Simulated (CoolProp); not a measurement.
The fluid at 293.15 K and 0.841 MPa is throttled through a valve to 0.357 MPa with no heat exchange. The same conditions are run with several fluids, on thermodynamics alone (safety and materials aside).

Values from CoolProp's reference Helmholtz-energy equation of state of each fluid (sulfur hexafluoride: Guder 2009; carbon monoxide: Lemmon 2006; dry air: Lemmon 2000; nitrogen: Span 2000; CF4 (R14): Platzer 1990). The equations of Platzer and Polt are older, rougher fits. Blends and air are pseudo-pure fits.

| fluid | temperature change (K) | final density (kg/m³) |
|---|---|---|
| sulfur hexafluoride | -5.3 | 22.8 |
| carbon monoxide | -1.3 | 4.13 |
| dry air | -1.1 | 4.26 |
| nitrogen | -1.1 | 4.12 |
| CF4 (R14) | -2.8 | 13.2 |
